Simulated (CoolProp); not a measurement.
Properties of CH3F (R41) along the isotherm 371 K.

Computed with CoolProp (reference Helmholtz-energy equation of state, Lemmon 2006). It is a short technical equation, of lower accuracy than the large ones.

```tsv
p (MPa)	phase	cp (kJ/(kg K))	speed of sound (m/s)	expansivity (1/kK)
4.54	gas	1.705	300.9	5.200
9.09	supercritical	2.844	274.1	11.38
13.6	supercritical	3.798	297.9	14.83
18.2	supercritical	3.098	381.4	9.070
22.7	supercritical	2.700	456.6	6.339
27.3	supercritical	2.487	520.1	4.962
31.8	supercritical	2.359	573.0	4.169
36.3	supercritical	2.272	619.3	3.640
40.9	supercritical	2.208	661.6	3.252
45.4	supercritical	2.159	699.3	2.964
50	supercritical	2.120	734.8	2.732
54.5	supercritical	2.089	767.0	2.548
59.1	supercritical	2.062	797.9	2.391
```

The peak of cp marks the crossing from liquid-like to gas-like fluid above the critical point.
